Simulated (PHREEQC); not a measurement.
# Ultrapure water in contact with air or piping: an equilibrium model

Synthetic water in mmol/kgw, 25 °C, pH 6.89, pe 8.3: Na 0.00367; K 0.00108; Ca 0.000724; Mg 0.000144; Cl 0.00281; S(6) 0.00054; Alkalinity (meq/kgw) 0.00261; O(0) (counted as O atoms) 3.97e-05; N(5) 1.17e-06; Si 9.68e-06.

Cl is adjusted to close the charge balance.
Valence states are taken as typed.

Equilibrium calculation in PHREEQC: ion-association model, phreeqc.dat.

```
Quantity                 Result
--------------  ---------------
ionic strength  8.02e-6 mol/kgw
```

```tsv
species	molality	activity	log γ
Na+	3.67e-6	3.66e-6	-0.001
Cl-	2.79e-6	2.79e-6	-0.001
HCO3-	2.66e-6	2.65e-6	-0.001
K+	1.08e-6	1.08e-6	-0.001
CO2	7.67e-7	7.67e-7	0.000
Ca+2	7.24e-7	7.14e-7	-0.006
```

No solid was allowed to form. Species that the database lacks are ignored.
